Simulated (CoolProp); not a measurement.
Vapour-liquid equilibrium of CH2F2 (R32) (1) + R227EA (2) at 0.0966 MPa; x and y are mole fractions of (1).

Values from CoolProp's multi-fluid Helmholtz-energy mixture model, Tillner-Roth 1997 and Lemmon 2016; pair parameters Bell 2016.

| x | bubble temperature, mixture model (K) | bubble temperature, Raoult's law (K) | y, mixture model | y, Raoult's law |
|---|---|---|---|---|
| 0.05 | 250.9 | 251.8 | 0.225 | 0.200 |
| 0.2 | 239.6 | 242.9 | 0.613 | 0.559 |
| 0.35 | 232.5 | 236.4 | 0.777 | 0.743 |
| 0.5 | 228.2 | 231.4 | 0.856 | 0.849 |
| 0.65 | 225.3 | 227.5 | 0.904 | 0.915 |
| 0.8 | 223.2 | 224.2 | 0.942 | 0.960 |
| 0.95 | 221.2 | 221.4 | 0.983 | 0.992 |

The largest gap from Raoult's law is -3.9 K in bubble temperature, at x = 0.35. No azeotrope shows between x = 0.05 and 0.95.

Pair parameters are fitted to limited data, so mixtures are less certain than the pure fluids.
